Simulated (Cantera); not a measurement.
A closed system holds: 1 mol Al, 2.4 mol I₂, 1.9 mol N₂, held at 400 °C and 1000 Pa.

Equilibrium computed with Cantera from the NASA thermochemical tables; the gas is ideal and each condensed phase is pure. Candidate condensed phases: Al, AlI₃, AlN, I₂; 10 gas species. The numbers say what is thermodynamically allowed, not how fast it happens.

Base state: N₂ 0.500, AlI₃ 0.260, I₂ 0.235, I 0.00306, Al₂I₆ 0.00168 (mole fractions); condensed: gas only.

Problem. What changes in the equilibrium state with this change: temperature from 400 °C to 952 °C?

Solution. 
```
species       before     after
-----------  -------  --------
I            0.00306     0.407
N₂             0.500     0.387
AlI₃           0.260     0.188
I₂             0.235    0.0178
AlI            <1e-9  0.000117
Al₂I₆        0.00168   5.03e-7
AlN(s), mol        0     0.104
```
